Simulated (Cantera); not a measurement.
A closed system holds: 1 mol LiOH, 0.051 mol H2O, held at 13000 Pa.

These are equilibrium values from Cantera (NASA tables, ideal gas, pure condensed phases), not measurements of a reactor. Candidate condensed phases: H2O, Li, LiH, LiOH, Li2O; 17 gas species. Kinetics and transport are ignored.

Task: What share of the Li ends up in condensed phases as a function of T (K), at 1075, 1125, 1175, 1225, 1275, 1325, 1375, 1425, 1475, 1525, 1575, 1625, 1675?

Result: 
| T (K) | Li condensed (%) | as |
|---|---|---|
| 1075 | 100.0 | Li2O(s) |
| 1125 | 100.0 | Li2O(s) |
| 1175 | 99.9 | Li2O(s) |
| 1225 | 99.8 | Li2O(s) |
| 1275 | 99.6 | Li2O(s) |
| 1325 | 99.2 | Li2O(s) |
| 1375 | 98.7 | Li2O(s) |
| 1425 | 97.7 | Li2O(s) |
| 1475 | 96.2 | Li2O(s) |
| 1525 | 93.9 | Li2O(s) |
| 1575 | 90.7 | Li2O(s) |
| 1625 | 86.0 | Li2O(s) |
| 1675 | 79.6 | Li2O(s) |
